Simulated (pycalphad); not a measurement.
An equivalent pycalphad script:

```python
from pycalphad import Database, equilibrium, calculate, variables as v
import numpy as np
db = Database('COST507.tdb')
comps = ['AL', 'MN', 'SI', 'VA']
phases = ['AL11MN4', 'AL12MN', 'AL4MN', 'AL6MN', 'AL8MN5_D810', 'ALMNSI_ALPHA', 'ALMNSI_BETA', 'ALMNSI_DELTA', 'BCC_A2', 'CBCC_A12', 'CUB_A13', 'DIAMOND_A4', 'FCC_A1', 'HCP_A3', 'LIQUID', 'MN11SI19', 'MN3SI', 'MN5SI3', 'MN6SI', 'MN9SI2', 'MNSI']
eq = equilibrium(db, comps, phases, {v.X('MN'): 0.0212, v.X('SI'): 0.0952, v.T: np.arange(1850, 499, -40), v.P: 101325, v.N: 1}, output=['HM', 'SM'])
```

Source of the numbers: pycalphad with the COST 507 light-alloy database (1999); pressure 1 atm. The database dates from 1999; later assessments differ in places, in temperatures and in the compounds included. Amounts are mole fractions of atoms.

Results at three of the temperatures:

```
T = 1810.00 K, P = 101325 Pa, N = 1 mol of atoms
G = -115829 J/mol, H = 57422 J/mol, S = 95.72 J/(mol K)  (SER reference)
chemical potentials (J/mol): Al -112479, Mn -202964, Si -127513
phase             fraction      x(Al)      x(Mn)      x(Si)
LIQUID              1.0000     0.8836     0.0212     0.0952
```

```
T = 1730.00 K, P = 101325 Pa, N = 1 mol of atoms
G = -108228 J/mol, H = 54889 J/mol, S = 94.29 J/(mol K)  (SER reference)
chemical potentials (J/mol): Al -105061, Mn -194168, Si -118483
phase             fraction      x(Al)      x(Mn)      x(Si)
LIQUID              1.0000     0.8836     0.0212     0.0952
```

```
T = 770.00 K, P = 101325 Pa, N = 1 mol of atoms
G = -29974 J/mol, H = 10272 J/mol, S = 52.27 J/(mol K)  (SER reference)
chemical potentials (J/mol): Al -28589, Mn -131375, Si -20243
phase             fraction      x(Al)      x(Mn)      x(Si)
FCC_A1              0.8046     0.9925   0.000101     0.0074
ALMNSI_ALPHA        0.1214     0.7002     0.1739     0.1259
DIAMOND_A4          0.0740    1.7e-07       none     1.0000
```

Changes of the phase set, refined by bisection:

| T (K) | phases above | phases below |
|---|---|---|
| 992.9 | liquid | ALMNSI_ALPHA + liquid |
| 872.3 | ALMNSI_ALPHA + liquid | ALMNSI_ALPHA + fcc + liquid |
| 849.5 | ALMNSI_ALPHA + fcc + liquid | ALMNSI_ALPHA + diamond (Si) + fcc |

Database names, with the compositions (at.%) that they take in these runs: ALMNSI_ALPHA: Al 70 Mn 17 Si 12. FCC_A1 is fcc; DIAMOND_A4 is diamond (Si). An entry "none" or "no" means that the model of the phase leaves that element out.
